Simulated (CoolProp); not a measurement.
Properties of CH3F (R41) along the isobar 0.477 MPa.

The numbers come from the reference Helmholtz-energy equation of state, Lemmon 2006 in CoolProp. It is a short technical equation, of lower accuracy than the large ones.

```json
[
 {"T (°C)": "38.55", "phase": "gas", "cp (kJ/(kg K))": "___", "cv (kJ/(kg K))": "___"},
 {"T (°C)": "54.75", "phase": "gas", "cp (kJ/(kg K))": "___", "cv (kJ/(kg K))": "0.9295"},
 {"T (°C)": "70.95", "phase": "gas", "cp (kJ/(kg K))": "1.229", "cv (kJ/(kg K))": "___"},
 {"T (°C)": "87.05", "phase": "gas", "cp (kJ/(kg K))": "1.253", "cv (kJ/(kg K))": "0.9835"},
 {"T (°C)": "103.25", "phase": "gas", "cp (kJ/(kg K))": "___", "cv (kJ/(kg K))": "1.014"},
 {"T (°C)": "119.45", "phase": "gas", "cp (kJ/(kg K))": "1.309", "cv (kJ/(kg K))": "1.046"},
 {"T (°C)": "135.65", "phase": "gas", "cp (kJ/(kg K))": "___", "cv (kJ/(kg K))": "1.079"},
 {"T (°C)": "151.85", "phase": "gas", "cp (kJ/(kg K))": "___", "cv (kJ/(kg K))": "___"}
]
```

Problem. Complete the blanks.

Solution. 
- 38.55, cp (kJ/(kg K)): 1.194
- 38.55, cv (kJ/(kg K)): 0.9078
- 54.75, cp (kJ/(kg K)): 1.209
- 70.95, cv (kJ/(kg K)): 0.9552
- 103.25, cp (kJ/(kg K)): 1.280
- 135.65, cp (kJ/(kg K)): 1.340
- 151.85, cp (kJ/(kg K)): 1.372
- 151.85, cv (kJ/(kg K)): 1.112
